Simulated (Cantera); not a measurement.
Cantera run, input and output.

```python
import numpy as np
import cantera as ct

gas = ct.Solution("h2o2.yaml")
gas.TPX = 498, 1000000, {'H2': 1, 'O2': 0.294, 'N2': 1.11, 'H2O': 0.24}
flame = ct.FreeFlame(gas, width=0.008)
flame.set_refine_criteria(ratio=3, slope=0.08, curve=0.16)
flame.transport_model = "mixture-averaged"
flame.solve(loglevel=0, auto=True)
flame.transport_model = "multicomponent"
flame.soret_enabled = False
flame.solve(loglevel=0, refine_grid=True)
z, T = flame.grid, flame.T
thick = (T[-1] - T[0]) / np.gradient(T, z).max()
show = ['H2', 'O2', 'H2O', 'OH', 'O', 'H']
print(f"laminar burning velocity  {flame.velocity[0] * 100:.3f} cm/s")
print(f"burnt temperature         {T[-1]:.1f} K")
print(f"thermal thickness         {thick * 1e3:.4f} mm")
print(f"grid points               {len(z)}")
z0 = z[flame.heat_release_rate.argmax()]
print(f"{'z/mm':>9s}{'T/K':>9s}{'u/(m/s)':>9s}" + "".join(f"{s:>11s}" for s in show))
rows = []
for k in (-3, -2, -1.5, -1, -0.5, -0.25, 0, 0.25, 0.5, 1, 2, 4, 8):
    zz = z0 + k * thick
    rows.append([k * thick, np.interp(zz, z, T), np.interp(zz, z, flame.velocity),
                 *(np.interp(zz, z, flame.X[gas.species_index(s)]) for s in show)])
    print(f"{rows[-1][0] * 1e3:9.3f}{rows[-1][1]:9.1f}{rows[-1][2]:9.3f}" + "".join(f"{x:11.3e}" for x in rows[-1][3:]))
```

It prints:

```
laminar burning velocity  378.873 cm/s
burnt temperature         2151.6 K
thermal thickness         0.0234 mm
grid points               113
     z/mm      T/K  u/(m/s)         H2         O2        H2O         OH          O          H
   -0.070    498.1    3.789  3.781e-01  1.112e-01  9.079e-02  1.612e-12  9.509e-11  1.792e-13
   -0.047    498.4    3.789  3.777e-01  1.113e-01  9.086e-02  1.938e-11  1.131e-09  2.157e-12
   -0.035    500.2    3.796  3.764e-01  1.115e-01  9.109e-02  2.186e-10  1.111e-08  2.381e-11
   -0.023    512.0    3.856  3.709e-01  1.124e-01  9.228e-02  5.868e-09  1.247e-07  6.120e-10
   -0.012    659.3    4.788  3.403e-01  1.126e-01  1.061e-01  2.478e-05  7.819e-06  1.882e-05
   -0.006    989.2    6.968  2.995e-01  9.900e-02  1.458e-01  5.661e-04  1.351e-04  1.207e-03
    0.000   1379.7    9.534  2.492e-01  7.051e-02  2.103e-01  1.357e-03  6.635e-04  7.020e-03
    0.006   1650.1   11.308  2.063e-01  3.998e-02  2.705e-01  2.457e-03  1.059e-03  1.478e-02
    0.012   1803.3   12.313  1.804e-01  1.968e-02  3.090e-01  3.382e-03  9.357e-04  1.942e-02
    0.023   1938.6   13.185  1.633e-01  4.534e-03  3.383e-01  3.922e-03  5.081e-04  1.984e-02
    0.047   2027.4   13.732  1.619e-01  5.785e-04  3.481e-01  3.256e-03  2.214e-04  1.441e-02
    0.093   2086.1   14.080  1.645e-01  9.973e-05  3.515e-01  2.101e-03  7.807e-05  8.477e-03
    0.187   2120.2   14.277  1.665e-01  2.798e-05  3.534e-01  1.187e-03  2.317e-05  4.551e-03
```

Detailed kinetics in Cantera: the H2/O2 subset of GRI-Mech 3.0, which has no nitrogen chemistry. The hydrogen kinetics of GRI-Mech 3.0 are dated; newer H2 mechanisms differ, most at raised pressure. Burning velocities carry a grid error of a few per cent, more on coarse grids.
